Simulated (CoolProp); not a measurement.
Water along the isobar 68.8 MPa: fugacity coefficient from the reference equation and from simpler models built on Tc = 373.9 °C, pc = 22.06 MPa, ω = 0.344; each cubic takes its own stable root.

The numbers come from the reference Helmholtz-energy equation of state, Wagner 2002 in CoolProp.

```json
[
 {"T (°C)": "79.05", "phase": "liquid", "reference": "0.001009"},
 {"T (°C)": "84.35", "phase": "liquid", "reference": "0.001239"},
 {"T (°C)": "89.75", "phase": "liquid", "reference": "0.001518"},
 {"T (°C)": "95.05", "phase": "liquid", "reference": "0.001839"},
 {"T (°C)": "100.35", "phase": "liquid", "reference": "0.002214"},
 {"T (°C)": "105.75", "phase": "liquid", "reference": "0.002658"},
 {"T (°C)": "111.05", "phase": "liquid", "reference": "0.003161"},
 {"T (°C)": "116.35", "phase": "liquid", "reference": "0.003739"},
 {"T (°C)": "121.75", "phase": "liquid", "reference": "0.004412"},
 {"T (°C)": "127.05", "phase": "liquid", "reference": "0.005164"},
 {"T (°C)": "132.35", "phase": "liquid", "reference": "0.006013"},
 {"T (°C)": "137.65", "phase": "liquid", "reference": "0.006969"},
 {"T (°C)": "143.05", "phase": "liquid", "reference": "0.008062"},
 {"T (°C)": "148.35", "phase": "liquid", "reference": "0.009260"}
]
```

Q: How far does each simpler model (Redlich-Kwong, Soave-Redlich-Kwong) lie from the reference over these 14 states: mean and median of the absolute difference, and the worst?

A: 
- Redlich-Kwong: mean 216.8 %, median 213.0 %, worst +288.0 % at 79.05 °C and 68.8 MPa
- Soave-Redlich-Kwong: mean 8.6 %, median 8.9 %, worst +13.5 % at 148.35 °C and 68.8 MPa
